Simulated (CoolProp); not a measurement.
Properties of n-butane along the isobar 8.79 MPa (Tc = 152.0 °C, pc = 3.796 MPa, ω = 0.201).

Model: reference Helmholtz-energy equation of state, Bücker 2006, in CoolProp.

```tsv
T (°C)	phase	Joule-Thomson coefficient (K/MPa)	viscosity (µPa s)	Prandtl number
27.05	liquid	-0.3352	174	3.77
36.85	liquid	-0.3055	159	3.65
46.75	liquid	-0.2724	147	3.55
56.55	liquid	-0.2359	135	3.45
66.35	liquid	-0.1949	125	3.36
76.15	liquid	-0.1486	115	3.28
85.95	liquid	-0.09567	106	3.20
95.85	liquid	-0.03375	98.0	3.11
105.65	liquid	0.03810	90.3	3.03
```

Viscosity comes from a separate model (Vogel 1999). Thermal conductivity comes from a separate model (Perkins 2002).
